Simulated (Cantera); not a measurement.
A diamond (100) surface in a fixed gas of H2 with x(CH4) = 0.0071, x(H) = 0.0027, x(CH3) = 0.00011, at 1250 K; coverages are run to steady state.

Model: the Harris–Goodwin 1993 mechanism for the reconstructed diamond (100) surface, integrated in Cantera.

One state of this run: growth (µm/h) = 3.13; θ c6HH = 0.418; θ c6H* = 0.0432; θ c6*H = 0.503; θ c6** = 0.0329; θ c6HM = 0.00131. θ: site fractions in the mechanism's names (c6HH fully hydrogenated, c6H* and c6*H radical sites, c6** diradical, c6HM methylated).

### Question
Which value of P (Pa) does it belong to?
A) 310
B) 5500
C) 11000
D) 630

### Answer
C, 11000
